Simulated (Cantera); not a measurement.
A perfectly stirred reactor is fed with H2 : O2 : N2 : H2O = 1 : 0.962 : 4.04 : 0.14 (molar parts), equivalence ratio 0.52, at 10.0 bar; it is adiabatic with a 823 K inlet, and is followed from long to short residence time, starting on the burning branch (τ in s: 0.07, 0.026, 0.0096, 0.0035, 0.0013, 0.00048, 0.00018, 6.6e-05, 2.5e-05, 9.1e-06).

Model: GRI-Mech 3.0 (53 species, 325 reactions), integrated in Cantera. The hydrogen kinetics of GRI-Mech 3.0 are dated; newer H2 mechanisms differ, most at raised pressure.

Task: What does this change do: H2 1 to 1.6 parts?

Result: 
```json
[
 {"quantity": "blow-out, bracketed by the residence times tried", "before": "burning at 9.10 µs, the shortest tried", "after": "burning at 9.10 µs, the shortest tried"},
 {"quantity": "x(H2) at τ = 70.0 ms", "before": "7.49e-5", "after": "0.00296"},
 {"quantity": "x(O2) at τ = 70.0 ms", "before": "0.0814", "after": "0.0235"},
 {"quantity": "x(H2O) at τ = 70.0 ms", "before": "0.201", "after": "0.285"},
 {"quantity": "x(NO) at τ = 70.0 ms", "before": "0.000310", "after": "0.00629"},
 {"quantity": "x(NO2) at τ = 70.0 ms", "before": "1.07e-6", "after": "6.14e-6"},
 {"quantity": "x(H2) at τ = 0.480 ms", "before": "0.000708", "after": "0.00426"},
 {"quantity": "x(O2) at τ = 0.480 ms", "before": "0.0813", "after": "0.0265"},
 {"quantity": "x(H2O) at τ = 0.480 ms", "before": "0.200", "after": "0.283"},
 {"quantity": "x(NO) at τ = 0.480 ms", "before": "1.75e-5", "after": "0.000714"},
 {"quantity": "x(NO2) at τ = 0.480 ms", "before": "1.14e-7", "after": "8.11e-7"}
]
```

Task: What does this change do: inlet temperature 823 to 625 K?

Result: 
```csv
quantity,before,after
"blow-out, bracketed by the residence times tried","burning at 9.10 µs, the shortest tried","burning at 9.10 µs, the shortest tried"
x(H2) at τ = 70.0 ms,7.49e-5,3.41e-5
x(O2) at τ = 70.0 ms,0.0814,0.0817
x(H2O) at τ = 70.0 ms,0.201,0.202
x(NO) at τ = 70.0 ms,0.000310,2.16e-5
x(NO2) at τ = 70.0 ms,1.07e-6,1.13e-7
x(H2) at τ = 0.480 ms,0.000708,0.000823
x(O2) at τ = 0.480 ms,0.0813,0.0816
x(H2O) at τ = 0.480 ms,0.200,0.200
x(NO) at τ = 0.480 ms,1.75e-5,5.97e-6
x(NO2) at τ = 0.480 ms,1.14e-7,7.01e-8
```
